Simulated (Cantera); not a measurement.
Input: 1 mol C3H6, 0.81 mol H2, 0.061 mol H2O, held at 0.133 bar.

These are equilibrium values from Cantera (NASA tables, ideal gas, pure condensed phases), not measurements of a reactor. Candidate condensed phases: C, C6H6, C7H8, C8H18, H2O; 110 gas species. Kinetics and transport are ignored. All values below are at 1277 °C.

Base state: H2 0.984, CO 0.0155, CH4 0.000263, H 8.56e-5, C2H2 (acetylene) 1.58e-5 (mole fractions); condensed: C(graphite).

**Question.** What changes in the equilibrium state with this change: H2O from 0.061 to 2.8 mol?

**Answer.** 
```json
[
 {"species": "H2", "before": "0.984", "after": "0.702"},
 {"species": "CO", "before": "0.0155", "after": "0.298"},
 {"species": "CH4", "before": "0.000263", "after": "0.000134"},
 {"species": "H2O", "before": "2.47e-6", "after": "3.38e-5"},
 {"species": "C2H2 (acetylene)", "before": "1.58e-5", "after": "1.13e-5"},
 {"species": "C(graphite), mol", "before": "2.94", "after": "0.199"}
]
```
